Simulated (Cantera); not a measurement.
Cantera run:

```python
import numpy as np
import cantera as ct

gas_names = """
    B BCL BCL2 BCL3 BN B2 CL CL2 N N2
""".split()
cond_names = """
    B(b) B(L) BN(s)
""".split()


# ... load() reads the species with a 1 bar reference pressure and builds the phases ...
atoms = {
    'BCl3': {'B': 1, 'CL': 3},
    'N2': {'N': 2},
}
top_T = {'BN(s)': 3200}  # K; cautious upper limits of use, not melting points


# ... equilibrate(T, P, feed) seeds the gas with the atoms and calls Mixture.equilibrate('TP', solver="vcs", rtol=1e-11, max_steps=5000) ...
results = []
P = 2100  # Pa
for T in [773, 923, 1073, 1223, 1373, 1523, 1673, 1823, 1973, 2123]:
    for m in [0.29, 0.58, 1.2, 2.4, 4.9, 9.9, 20]:
        feed = {'BCl3': 1, 'N2': m}  # mol
        mix = equilibrate(T, P, feed)
        results.append((T, P, feed, dict(zip(mix.species_names, mix.species_moles))))

for T, P, feed, n in results:
    print(f"{T:7g} {feed['N2']:10.4g}  " + (" + ".join(c for c in cond_names if n.get(c, 0) > 1e-12) or "gas only"))
```

It prints:

```
    773       0.29  BN(s)
    773       0.58  BN(s)
    773        1.2  BN(s)
    773        2.4  BN(s)
    773        4.9  BN(s)
    773        9.9  BN(s)
    773         20  BN(s)
    923       0.29  BN(s)
    923       0.58  BN(s)
    923        1.2  BN(s)
    923        2.4  BN(s)
    923        4.9  BN(s)
    923        9.9  BN(s)
    923         20  BN(s)
   1073       0.29  BN(s)
   1073       0.58  BN(s)
   1073        1.2  BN(s)
   1073        2.4  BN(s)
   1073        4.9  BN(s)
   1073        9.9  BN(s)
   1073         20  BN(s)
   1223       0.29  BN(s)
   1223       0.58  BN(s)
   1223        1.2  BN(s)
   1223        2.4  BN(s)
   1223        4.9  BN(s)
   1223        9.9  BN(s)
   1223         20  BN(s)
   1373       0.29  BN(s)
   1373       0.58  BN(s)
   1373        1.2  BN(s)
   1373        2.4  BN(s)
   1373        4.9  BN(s)
   1373        9.9  BN(s)
   1373         20  BN(s)
   1523       0.29  BN(s)
   1523       0.58  BN(s)
   1523        1.2  BN(s)
   1523        2.4  BN(s)
   1523        4.9  BN(s)
   1523        9.9  BN(s)
   1523         20  BN(s)
   1673       0.29  gas only
   1673       0.58  gas only
   1673        1.2  gas only
   1673        2.4  BN(s)
   1673        4.9  BN(s)
   1673        9.9  BN(s)
   1673         20  BN(s)
   1823       0.29  gas only
   1823       0.58  gas only
   1823        1.2  gas only
   1823        2.4  gas only
   1823        4.9  gas only
   1823        9.9  gas only
   1823         20  gas only
   1973       0.29  gas only
   1973       0.58  gas only
   1973        1.2  gas only
   1973        2.4  gas only
   1973        4.9  gas only
   1973        9.9  gas only
   1973         20  gas only
   2123       0.29  gas only
   2123       0.58  gas only
   2123        1.2  gas only
   2123        2.4  gas only
   2123        4.9  gas only
   2123        9.9  gas only
   2123         20  gas only
```

Cantera equilibrium calculation (NASA polynomials, part measured and part estimated; ideal gas, pure solids and liquids). N2 is the only nitrogen source here; it is nearly inert below about 1500 K, so the nitride shown seldom forms there in practice. The tables' values for BCl2 are old estimates.
